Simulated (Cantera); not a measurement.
Cantera run, input and output.

```python
import numpy as np
import cantera as ct

gas = ct.Solution("gri30.yaml")
gas.TPX = 800, 1000000, {'C2H4': 1, 'O2': 1.88, 'N2': 13.5, 'H2O': 0.45}
inlet = ct.Reservoir(gas, clone=True)
gas.equilibrate("HP")  # start burning
reactor = ct.IdealGasConstPressureReactor(gas, energy="on", clone=False)
exhaust = ct.Reservoir(gas, clone=True)
tau = [0.43, 0.21, 0.11, 0.053, 0.026, 0.013, 0.0065, 0.0032, 0.0016, 0.00079, 0.00039, 0.0002, 9.7e-05][0]
for a, b in ((inlet, reactor), (reactor, exhaust)):
    ct.MassFlowController(a, b, mdot=lambda t: reactor.mass / tau)
net = ct.ReactorNet([reactor])
show = ['C2H4', 'O2', 'H2O', 'NO', 'C2H2']

rows = []
print(f"{'tau/s':>10s}{'T/K':>9s}" + "".join(f"{s:>11s}" for s in show))
for tau in [0.43, 0.21, 0.11, 0.053, 0.026, 0.013, 0.0065, 0.0032, 0.0016, 0.00079, 0.00039, 0.0002, 9.7e-05]:
    net.initial_time = 0.0
    net.advance(30 * tau)
    before = gas.X
    net.advance(40 * tau)
    drift = np.max(np.abs(gas.X - before) / (gas.X + 1e-9))
    rows.append([gas.T, *gas[show].X, drift])
    print(f"{tau:10.3e}{gas.T:9.1f}" + "".join(f"{x:11.3e}" for x in gas[show].X))
```

Output:

```
     tau/s      T/K       C2H4         O2        H2O         NO       C2H2
 4.300e-01   1920.4  5.415e-06  2.413e-05  8.999e-02  8.867e-06  5.521e-04
 2.100e-01   1922.2  1.016e-05  4.748e-05  9.069e-02  1.045e-05  9.855e-04
 1.100e-01   1924.3  1.727e-05  8.615e-05  9.156e-02  1.140e-05  1.553e-03
 5.300e-02   1926.6  3.018e-05  1.648e-04  9.279e-02  1.183e-05  2.376e-03
 2.600e-02   1928.1  5.043e-05  3.002e-04  9.410e-02  1.178e-05  3.291e-03
 1.300e-02   1927.9  8.123e-05  5.162e-04  9.534e-02  1.160e-05  4.186e-03
 6.500e-03   1925.5  1.281e-04  8.459e-04  9.642e-02  1.150e-05  4.998e-03
 3.200e-03   1920.1  1.994e-04  1.336e-03  9.730e-02  1.156e-05  5.686e-03
 1.600e-03   1911.5  3.021e-04  2.015e-03  9.794e-02  1.175e-05  6.203e-03
 7.900e-04   1898.3  4.576e-04  2.991e-03  9.832e-02  1.189e-05  6.571e-03
 3.900e-04   1879.2  6.986e-04  4.403e-03  9.838e-02  1.167e-05  6.779e-03
 2.000e-04   1852.7  1.075e-03  6.404e-03  9.799e-02  1.052e-05  6.820e-03
 9.700e-05   1806.6  1.876e-03  1.003e-02  9.660e-02  7.354e-06  6.615e-03
```

Detailed kinetics in Cantera: GRI-Mech 3.0 (53 species, 325 reactions). GRI-Mech 3.0 was tuned for natural gas; its chemistry of ethylene as a main component is partial and can be far from experiment.
